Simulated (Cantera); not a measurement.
Nitride etching: BN + O₂ + N₂ + H₂

A closed system holds: 1 mol BN, 1.1 mol O₂, 39 mol N₂, 47 mol H₂.

Equilibrium computed with Cantera from the NASA thermochemical tables; the gas is ideal and each condensed phase is pure. Candidate condensed phases: B, BN, B₂O₃, B₃O₃H₃, H₂O; 39 gas species. Equilibrium is a limit: real reactors are often held back by kinetics, nucleation or transport.

Question: Map the stable condensed phases over T = 825, 875, 925, 975, 1025, 1075, 1125, 1175, 1225, 1275, 1325, 1375, 1425 °C and P in Pa = 1, 3.6, 13, 46, 170, 600, 2200, 7700, 28000, 100000.

Answer: 
```
T in °C \ P in Pa
              1    3.6     13     46    170    600   2200   7700  28000 100000
   1425       A      A      A      A      A      A      A      A      A      B
   1375       A      A      A      A      A      A      A      A      A      B
   1325       A      A      A      A      A      A      A      A      B      B
   1275       A      A      A      A      A      A      A      B      B      B
   1225       A      A      A      A      A      A      A      B      B      B
   1175       A      A      A      A      A      A      B      B      B      B
   1125       A      A      A      A      A      B      B      B      B      B
   1075       A      A      A      A      B      B      B      B      B      B
   1025       A      A      A      B      B      B      B      B      B      B
    975       A      A      B      B      B      B      B      B      B      B
    925       A      B      B      B      B      B      B      B      B      B
    875       B      B      B      B      B      B      B      B      B      B
    825       B      B      B      B      B      B      B      B      B      B
```
A: gas only; B: B₂O₃.
